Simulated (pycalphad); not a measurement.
Source of the numbers: pycalphad with the COST 507 light-alloy database (1999); pressure 1 atm. No gas phase is included, though pure Al would boil below 2950 K. The database dates from 1999; later assessments differ in places, in temperatures and in the compounds included. Phase fractions are per mole of atoms. Diffusion is slow at the low end, where real alloys seldom reach equilibrium.

Problem. Give the equilibrium state of Al-41.25C (wt.%) at 2950 K.

Solution. liquid, fraction 0.633, with 22.0 C wt.%; graphite, fraction 0.367, with 100 C wt.%.

Problem. Give the equilibrium state of Al-41.25C (wt.%) at 1050 K.

Solution. 
```
T = 1050.00 K, P = 101325 Pa, N = 1 mol of atoms
G = -42775 J/mol, H = -5613 J/mol, S = 35.39 J/(mol K)  (SER reference)
chemical potentials (J/mol): Al -88309, C -13908
phase             fraction      x(Al)       x(C)
AL4C3               0.6790     0.5714     0.4286
GRAPHITE            0.3210       none     1.0000
```

Database names, with the compositions (at.%) that they take in these runs: AL4C3: Al 57 C 43. An entry "none" or "no" means that the model of the phase leaves that element out.
